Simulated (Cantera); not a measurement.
Input: 1 mol Mg(OH)₂, 0.086 mol H₂O, equilibrated at 973.15 K and 0.740 bar.

Equilibrium computed with Cantera from the NASA thermochemical tables; the gas is ideal and each condensed phase is pure. Candidate condensed phases: H₂O, Mg, MgO, Mg(OH)₂; 15 gas species. Equilibrium is a limit: real reactors are often held back by kinetics, nucleation or transport.

Base state: H₂O 1.00 (mole fractions); condensed: MgO(s).

Q: What changes in the equilibrium state with this change: Mg(OH)₂ replaced by CaCO₃?

A: 
```csv
species,before,after
H₂O,1.00,0.958
CO₂,0,0.0421
"MgO(s), mol",1.00,0
"CaCO₃(calcite), mol",0,0.996
"CaO(s), mol",0,0.00378
```
Further candidate phases: C, C₆H₆, C₇H₈, C₈H₁₈, Ca, CaCO₃, CaO, Ca(OH)₂.
